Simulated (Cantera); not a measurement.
**Equilibrium for boron, boron nitride and boron oxide: BF₃ + H₂ + N₂**

Feed: 1 mol BF₃, 1.5 mol H₂, 0.36 mol N₂, held at 143 Torr.

Method: chemical equilibrium by Gibbs-energy minimisation in Cantera with the NASA 1993 tables (ideal gas, pure condensed phases). Candidate condensed phases: B, BN; 31 gas species. N₂ is the only nitrogen source here; it is nearly inert below about 1500 K, so the nitride shown seldom forms there in practice. The tables' values for BF₂ are old estimates; treat these amounts as uncertain. Rates play no part.

| T (K) | log p H₂ | log p BF₃ | log p N₂ | log p HF | log p BHF₂ | log p BF₂ | log p H | log p BF | n BN(s) |
|---|---|---|---|---|---|---|---|---|---|
| 1123 | -1.01 | -1.19 | -1.63 | -2.41 | -4.33 | -6.70 | -7.88 | -10.96 | 0.0191 |
| 1173 | -1.01 | -1.19 | -1.63 | -2.37 | -4.13 | -6.21 | -7.43 | -10.11 | 0.0209 |
| 1223 | -1.01 | -1.19 | -1.64 | -2.33 | -3.95 | -5.76 | -7.03 | -9.34 | 0.0227 |
| 1273 | -1.01 | -1.19 | -1.64 | -2.30 | -3.78 | -5.34 | -6.65 | -8.62 | 0.0243 |
| 1323 | -1.01 | -1.19 | -1.64 | -2.27 | -3.62 | -4.96 | -6.31 | -7.96 | 0.0259 |
| 1373 | -1.02 | -1.19 | -1.64 | -2.24 | -3.48 | -4.60 | -5.99 | -7.35 | 0.0273 |
| 1423 | -1.02 | -1.19 | -1.64 | -2.21 | -3.35 | -4.27 | -5.69 | -6.78 | 0.0284 |
| 1473 | -1.02 | -1.20 | -1.64 | -2.18 | -3.22 | -3.97 | -5.41 | -6.26 | 0.0293 |
| 1523 | -1.02 | -1.20 | -1.64 | -2.16 | -3.11 | -3.68 | -5.15 | -5.76 | 0.0297 |
| 1573 | -1.02 | -1.20 | -1.64 | -2.14 | -3.00 | -3.42 | -4.90 | -5.30 | 0.0294 |
| 1623 | -1.02 | -1.20 | -1.64 | -2.12 | -2.90 | -3.17 | -4.67 | -4.87 | 0.0283 |
| 1673 | -1.02 | -1.21 | -1.64 | -2.10 | -2.81 | -2.93 | -4.46 | -4.47 | 0.0259 |
log p: log10 of the partial pressure in bar; n: condensed amount in mol.

From 1123 K to 1673 K the condensed part is BN(s). The main B-bearing gas is BF₃ throughout. The share of B in condensed phases is highest at 1523 K (3.0 %) and lowest at 1123 K (1.9 %).
